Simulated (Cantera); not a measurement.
A closed system holds: 1 mol PbO, 0.011 mol O2, 5 mol H2, equilibrated at 325 °C and 0.240 bar.

Equilibrium computed with Cantera from the NASA thermochemical tables; the gas is ideal and each condensed phase is pure. Candidate condensed phases: H2O, Pb, PbO, PbO2, Pb3O4; 12 gas species. Equilibrium is a limit: real reactors are often held back by kinetics, nucleation or transport.

Base state: H2 0.796, H2O 0.204 (mole fractions); condensed: Pb(s).

Q: What changes in the equilibrium state with this change: temperature from 325 °C to 1002 °C?

A: 
```csv
species,before,after
H2,0.796,0.789
H2O,0.204,0.203
Pb,<1e-9,0.00786
"Pb(s), mol",1.00,0
"Pb(l), mol",0,0.960
```

Q: What changes in the equilibrium state with this change: temperature from 325 °C to 927 °C?

A: 
```csv
species,before,after
H2,0.796,0.793
H2O,0.204,0.204
Pb,<1e-9,0.00268
"Pb(s), mol",1.00,0
"Pb(l), mol",0,0.987
```
